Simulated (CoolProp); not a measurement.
Vapour-liquid equilibrium of propane (1) + isopentane (2) at -0.15 °C; x and y are mole fractions of (1).

Values from CoolProp's multi-fluid Helmholtz-energy mixture model, Lemmon 2009 and Lemmon 2006; pair parameters Kunz 2012.

Give the bubble pressure and the first vapour's composition at x = 0.125, 0.35, 0.5. Is there an azeotrope?

x = 0.125: 0.1000 MPa, y = 0.687; x = 0.35: 0.1992 MPa, y = 0.873; x = 0.5: 0.2604 MPa, y = 0.920. No azeotrope shows between x = 0.05 and 0.95.

Pair parameters are fitted to limited data, so mixtures are less certain than the pure fluids. The gap from Raoult's law changes sign with composition, which may be real or a fault of the pair parameters; it wasn't checked against measurements.
